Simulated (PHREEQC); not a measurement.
Consider water at 25 °C with 3.5 mmol/kgw ZnSO4, 0.032 mmol/kgw KCl and 0.58 mmol/kgw MnSO4. Closed to the air; pH follows from the charge balance.

All values are PHREEQC results (ion-association model, phreeqc.dat), not measurements.

- pH = 5.89
- ionic strength = 0.0126 mol/kgw
- specific conductance = 721 µS/cm

| species | molality | activity | log γ |
|---|---|---|---|
| SO4-2 | 0.00313 | 0.00200 | -0.194 |
| Zn+2 | 0.00268 | 0.00171 | -0.194 |
| ZnSO4 | 0.000802 | 0.000804 | 0.001 |
| Mn+2 | 0.000471 | 0.000306 | -0.188 |
| MnSO4 | 0.000109 | 0.000109 | 0.001 |
| Cl- | 3.18e-5 | 2.83e-5 | -0.050 |
| K+ | 3.16e-5 | 2.81e-5 | -0.051 |
| Zn(SO4)2-2 | 2.06e-5 | 1.31e-5 | -0.198 |
| ZnOH+ | 1.65e-6 | 1.47e-6 | -0.050 |
| H+ | 1.41e-6 | 1.28e-6 | -0.043 |
| KSO4- | 4.41e-7 | 3.95e-7 | -0.048 |

Precipitation was switched off in this run.
